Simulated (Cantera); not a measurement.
Feed: 1 mol PbO, 2.1 mol H2, 0.011 mol O2, equilibrated at 1.00 bar.

Equilibrium computed with Cantera from the NASA thermochemical tables; the gas is ideal and each condensed phase is pure. Candidate condensed phases: H2O, Pb, PbO, PbO2, Pb3O4; 12 gas species. The numbers say what is thermodynamically allowed, not how fast it happens.

log p: log10 of the partial pressure in bar; n: condensed amount in mol.

```json
[
 {"T (K)": "550", "log p H2": "-0.29", "log p H2O": "-0.31", "log p Pb": "<-12", "log p Pb2": "<-12", "log p H": "<-12", "n Pb(s)": "1.00", "n Pb(l)": "0"},
 {"T (K)": "650", "log p H2": "-0.29", "log p H2O": "-0.31", "log p Pb": "-10.03", "log p Pb2": "<-12", "log p H": "<-12", "n Pb(s)": "0", "n Pb(l)": "1.00"},
 {"T (K)": "750", "log p H2": "-0.29", "log p H2O": "-0.31", "log p Pb": "-8.02", "log p Pb2": "<-12", "log p H": "<-12", "n Pb(s)": "0", "n Pb(l)": "1.00"},
 {"T (K)": "850", "log p H2": "-0.29", "log p H2O": "-0.31", "log p Pb": "…", "log p Pb2": "<-12", "log p H": "…", "n Pb(s)": "0", "n Pb(l)": "1.000"},
 {"T (K)": "950", "log p H2": "-0.29", "log p H2O": "-0.31", "log p Pb": "-5.30", "log p Pb2": "-11.14", "log p H": "-9.40", "n Pb(s)": "0", "n Pb(l)": "1.000"},
 {"T (K)": "1050", "log p H2": "-0.29", "log p H2O": "-0.31", "log p Pb": "-4.33", "log p Pb2": "-9.53", "log p H": "-8.24", "n Pb(s)": "0", "n Pb(l)": "1.000"},
 {"T (K)": "1150", "log p H2": "-0.29", "log p H2O": "-0.31", "log p Pb": "-3.54", "log p Pb2": "-8.20", "log p H": "-7.27", "n Pb(s)": "0", "n Pb(l)": "0.999"},
 {"T (K)": "1250", "log p H2": "-0.29", "log p H2O": "-0.31", "log p Pb": "…", "log p Pb2": "…", "log p H": "…", "n Pb(s)": "0", "n Pb(l)": "0.997"},
 {"T (K)": "1350", "log p H2": "-0.29", "log p H2O": "-0.31", "log p Pb": "-2.31", "log p Pb2": "-6.15", "log p H": "-5.77", "n Pb(s)": "0", "n Pb(l)": "0.990"},
 {"T (K)": "1450", "log p H2": "-0.30", "log p H2O": "-0.32", "log p Pb": "-1.83", "log p Pb2": "-5.35", "log p H": "-5.17", "n Pb(s)": "0", "n Pb(l)": "0.968"},
 {"T (K)": "1550", "log p H2": "-0.31", "log p H2O": "-0.33", "log p Pb": "-1.41", "log p Pb2": "-4.65", "log p H": "-4.66", "n Pb(s)": "0", "n Pb(l)": "0.914"}
]
```

Question: Complete the blanks.

Answer: 
- 850, log p Pb: -6.50
- 850, log p H: -10.83
- 1250, log p Pb: -2.87
- 1250, log p Pb2: -7.09
- 1250, log p H: -6.46
